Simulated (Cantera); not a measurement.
Feed: 1 mol SiHCl3, 1.4 mol C2H4, 290 mol H2, held at 1900 K and 22.0 mbar.

Equilibrium computed with Cantera from the NASA thermochemical tables; the gas is ideal and each condensed phase is pure. Kinetics and transport are ignored.

```json
[
 {"species": "H2", "before": "0.984", "after": "0.883"},
 {"species": "H", "before": "0.00531", "after": "0.0999"},
 {"species": "HCl", "before": "0.0101", "after": "0.00889"},
 {"species": "C2H2 (acetylene)", "before": "0.000376", "after": "0.00409"},
 {"species": "Si", "before": "2.13e-5", "after": "0.00264"},
 {"species": "C2H", "before": "2.65e-8", "after": "2.65e-5"},
 {"species": "SiC2", "before": "5.39e-7", "after": "0.000338"},
 {"species": "Si2C", "before": "3.73e-7", "after": "3.42e-5"},
 {"species": "SiH", "before": "2.72e-6", "after": "0.000114"},
 {"species": "Cl", "before": "4.10e-5", "after": "0.000717"},
 {"species": "SiCl", "before": "1.58e-6", "after": "2.22e-5"},
 {"species": "C(graphite), mol", "before": "1.58", "after": "0"},
 {"species": "SiC(s), mol", "before": "0.988", "after": "0"}
]
```
Gas species are given as mole fractions.

Question: What was changed between the two runs?
(A) temperature from 1900 K to 1023 K
(B) SiHCl3 replaced by (CH3)2SiCl2
(C) temperature from 1900 K to 2398.15 K
(D) pressure from 22.0 mbar to 12.0 mbar

Answer: C, temperature from 1900 K to 2398.15 K. The tables' values for SiCl are old estimates; treat these amounts as uncertain. Gases not in the tables: Si2H6 and higher silanes
